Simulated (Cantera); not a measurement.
Input: 1 mol CaO, 19 mol HCl, 0.55 mol H2, at 1923 K and 0.100 bar.

Cantera equilibrium calculation (NASA polynomials, part measured and part estimated; ideal gas, pure solids and liquids). Candidate condensed phases: Ca, CaCl2, CaO, Ca(OH)2, H2O; 21 gas species. Rates play no part.

Base state: HCl 0.854, CaCl2 0.0509, H2O 0.0508, H2 0.0330, Cl 0.0105, H 0.000542, OH 7.17e-5, Cl2 3.76e-5 (mole fractions); condensed: gas only.

**Question.** What changes in the equilibrium state with this change: temperature from 1923 K to 998 K?

**Answer.** 
```csv
species,before,after
HCl,0.854,0.916
H2O,0.0508,0.0539
H2,0.0330,0.0296
CaCl2,0.0509,2.04e-7
Cl,0.0105,3.37e-8
H,0.000542,1.17e-9
OH,7.17e-5,<1e-9
Cl2,3.76e-5,<1e-9
"CaCl2(s), mol",0,1.000
```
Condensed phases not in the tables: oxide chlorides.
